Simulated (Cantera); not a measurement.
# Adiabatic ignition

An adiabatic, constant-volume homogeneous reactor starts with 2.57 % CH4, 0.105 % CO, 13.0 % O2, 84.3 % N2, at 1648 K and 0.237 atm.

Model: GRI-Mech 3.0 (53 species, 325 reactions), integrated in Cantera.

```
t (s)     T (K)  P (bar)   x CH4     x CO    x O2      x O    x H2O2
--------  -----  -------  ------  -------  ------  -------  --------
1.00e-6    1648    0.240  0.0257  0.00105   0.130  2.84e-9  7.28e-12
4.39e-6    1648    0.240  0.0257  0.00105   0.130  2.71e-8  1.20e-10
1.92e-5    1648    0.240  0.0257  0.00105   0.130  7.52e-8   1.33e-9
8.43e-5    1648    0.240  0.0257  0.00105   0.130  1.17e-7   7.72e-9
0.000370   1648    0.240  0.0256  0.00105   0.130  4.28e-7   3.02e-8
0.00162    2036    0.302  <1e-12  0.00877  0.0752   0.0128   4.25e-8
0.00711    2263    0.331  <1e-12  0.00269  0.0760  0.00364   2.68e-8
0.0312     2292    0.335  <1e-12  0.00175  0.0757  0.00228   3.31e-8
0.137      2284    0.334  <1e-12  0.00168  0.0740  0.00215   3.21e-8
0.600      2276    0.332  <1e-12  0.00162  0.0722  0.00202   3.11e-8
```
x: mole fraction; the columns are a selection and need not sum to one.

```
Property                                                             Value
---------------------------------  ---------------------------------------
time of steepest temperature rise                                  1.42 ms
temperature at 0.600 s                                              2276 K
equilibrium temperature                                             2275 K
x(CH4) at 0.600 s                    <1e-12 (gas-phase equilibrium <1e-12)
x(CO) at 0.600 s                   0.00162 (gas-phase equilibrium 0.00162)
x(O2) at 0.600 s                     0.0722 (gas-phase equilibrium 0.0721)
```
